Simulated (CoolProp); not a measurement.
Aqueous ethylene glycol as a coolant, 32 % by mass, freezing at -16.2 °C, 1 atm.

The numbers come from the Melinder's fits for secondary coolants in CoolProp.

| T (°C) | viscosity (mPa s) | density (kg/m³) | Prandtl number | cp (kJ/(kg K)) |
|---|---|---|---|---|
| -15.1 | 8.79 | 1052 | 73.8 | 3.563 |
| -8.7 | 6.56 | 1051 | 54.6 | 3.585 |
| -2.2 | 4.98 | 1049 | 41.2 | 3.607 |
| 4.3 | 3.87 | 1047 | 31.7 | 3.629 |
| 10.8 | 3.07 | 1044 | 25.0 | 3.650 |
| 17.3 | 2.48 | 1042 | 20.0 | 3.671 |
| 23.8 | 2.04 | 1039 | 16.4 | 3.692 |
| 30.3 | 1.71 | 1036 | 13.6 | 3.712 |
| 36.8 | 1.45 | 1033 | 11.5 | 3.731 |
